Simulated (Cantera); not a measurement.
What does this Cantera script print?

```python
import numpy as np
import cantera as ct

gas_names = [...]  # 91 gases of nasa_gas.yaml made of C, Cl, H
cond_names = """
    C(gr) C6H6(L) C7H8(L) C8H18(L),n-octa
""".split()


# ... load() reads the species with a 1 bar reference pressure and builds the phases ...
atoms = {
    'CCl4': {'C': 1, 'CL': 4},
    'CH4': {'C': 1, 'H': 4},
    'H2': {'H': 2},
}
top_T = {'C(gr)': 4500}  # K; cautious upper limits of use, not melting points


# ... equilibrate(T, P, feed) seeds the gas with the atoms and calls Mixture.equilibrate('TP', solver="vcs", rtol=1e-11, max_steps=5000) ...
results = []
feed = {'CCl4': 1, 'CH4': 1.1, 'H2': 1}  # mol
T = 948.15  # K
P = 1000  # Pa
mix = equilibrate(T, P, feed)
results.append((T, P, feed, dict(zip(mix.species_names, mix.species_moles))))
x = sorted(zip(gas.X, gas.species_names), reverse=True)
print(f"T = {T:g} K  P = {P:g} Pa  gas = {mix.phase_moles(0):.4g} mol")
print("   x: " + "  ".join(f"{s} {v:.3e}" for v, s in x if v > 0.0001))
print("   condensed (mol): " + ("  ".join(f"{mix.phase(i).name} {mix.phase_moles(i):.4g}"
      for i in range(1, mix.n_phases) if mix.phase_moles(i) > 1e-12) or "none"))
```

Result:

```
T = 948.15 K  P = 1000 Pa  gas = 5.2 mol
   x: HCL 7.693e-01  H2 2.306e-01
   condensed (mol): C(gr) 2.1
```

Method: chemical equilibrium by Gibbs-energy minimisation in Cantera with the NASA 1993 tables (ideal gas, pure condensed phases).
